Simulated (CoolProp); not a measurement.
Saturation properties of tetrahydrofuran (Tc = 267.0 °C, pc = 53.04 bar, ω = 0.234).

Model: reference Helmholtz-energy equation of state, Fiedler 2023, in CoolProp.

| T (°C) | p (bar) | liquid density (kg/m³) | vapour density (kg/m³) | enthalpy of vaporisation (kJ/kg) |
|---|---|---|---|---|
| 60.85 | 0.8570 | 841.6 | 2.282 | 420.1 |
| 67.15 | 1.054 | 834.3 | 2.767 | 415.4 |
| 73.35 | 1.281 | 827.1 | 3.318 | 410.8 |
| 79.65 | 1.550 | 819.6 | 3.962 | 405.9 |
| 85.85 | 1.855 | 812.2 | 4.687 | 401.1 |
| 92.15 | 2.210 | 804.6 | 5.524 | 396.0 |
| 98.35 | 2.609 | 797.0 | 6.457 | 391.0 |
| 104.65 | 3.069 | 789.1 | 7.525 | 385.7 |
| 110.85 | 3.579 | 781.3 | 8.705 | 380.4 |

It boils at 65.9 °C under 1 atm.
